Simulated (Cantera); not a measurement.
A perfectly stirred reactor is fed with CH3OH : O2 : N2 = 1 : 2.5 : 9.4 (molar parts), equivalence ratio 0.60, at 500000 Pa; it is adiabatic with a 548 K inlet, and is followed from long to short residence time, starting on the burning branch (τ in s: 0.21, 0.076, 0.028, 0.01, 0.0039, 0.0014, 0.00053, 0.00019, 7.2e-05).

Model: GRI-Mech 3.0 (53 species, 325 reactions), integrated in Cantera. GRI-Mech 3.0 was tuned for natural gas; its chemistry of methanol as a main component is partial and can be far from experiment.

Q: What does this change do: inlet temperature 548 to 750 K?

A: 
| quantity | before | after |
|---|---|---|
| blow-out, bracketed by the residence times tried | burning at 0.190 ms, out at 72.0 µs | burning at 72.0 µs, the shortest tried |
| x(CH3OH) at τ = 0.210 s | 5.40e-7 | 2.22e-7 |
| x(O2) at τ = 0.210 s | 0.0744 | 0.0736 |
| x(OH) at τ = 0.210 s | 0.000857 | 0.00176 |
| x(O) at τ = 0.210 s | 4.46e-5 | 0.000135 |
| x(CO2) at τ = 0.210 s | 0.0745 | 0.0743 |
| x(CH3OH) at τ = 3.90 ms | 1.38e-5 | 7.97e-6 |
| x(O2) at τ = 3.90 ms | 0.0747 | 0.0744 |
| x(OH) at τ = 3.90 ms | 0.00168 | 0.00253 |
| x(O) at τ = 3.90 ms | 0.000188 | 0.000292 |
| x(CO2) at τ = 3.90 ms | 0.0734 | 0.0734 |
